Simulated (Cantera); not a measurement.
A closed system holds: 1 mol BN, 1 mol F2, at 1523 K and 0.133 bar.

Method: chemical equilibrium by Gibbs-energy minimisation in Cantera with the NASA 1993 tables (ideal gas, pure condensed phases). Candidate condensed phases: B, BN; 13 gas species. The tables' values for BF2 are old estimates; treat these amounts as uncertain. Equilibrium is a limit: real reactors are often held back by kinetics, nucleation or transport.

Base state: BF3 0.665, N2 0.333, BF2 0.00175, BF 1.16e-5 (mole fractions); condensed: BN(s).

Task: What changes in the equilibrium state with this change: 0.035 mol O2 added?

Result: 
```csv
species,before,after
BF3,0.665,0.600
N2,0.333,0.334
BOF,0,0.0635
B3O3F3,0,0.000638
BF2,0.00175,0.00163
BF,1.16e-5,1.12e-5
"BN(s), mol",0.333,0.286
```
Further candidate phases: B2O3.
